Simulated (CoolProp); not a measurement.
Water at 715.86 K and 4.41 MPa is throttled through a valve to 0.812 MPa with no heat exchange. Each further row changes one setting.

The numbers come from the reference Helmholtz-energy equation of state, Wagner 2002 in CoolProp.

| case | temperature change (K) | final density (kg/m³) |
|---|---|---|
| as stated | -23.4 | (withheld) |
| outlet pressure 0.244 MPa | (withheld) | (withheld) |
| outlet pressure 1.06 MPa | (withheld) | (withheld) |

Fill in the missing entries.


- as stated, final density (kg/m³): 2.57
- outlet pressure 0.244 MPa, temperature change (K): -27.3
- outlet pressure 0.244 MPa, final density (kg/m³): 0.770
- outlet pressure 1.06 MPa, temperature change (K): -21.7
- outlet pressure 1.06 MPa, final density (kg/m³): 3.35
